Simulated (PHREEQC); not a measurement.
Dissolve 82 mmol/kgw HBr, 23 mmol/kgw ZnSO4 and 7 mmol/kgw MgCl2 at 20 °C. Closed to the air; pH follows from the charge balance.

The numbers come from PHREEQC with the ion-association model, phreeqc.dat.

Task: The ionic strength comes out as 0.153 mol/kgw. What activity coefficients do Zn+2, Mg+2, Cl-, HSO4-, Zn(SO4)2-2 get?

Result: Zn+2 0.33, Mg+2 0.37, Cl- 0.74, HSO4- 0.76, Zn(SO4)2-2 0.33.

This is a speciation only: nothing precipitates in the calculation.
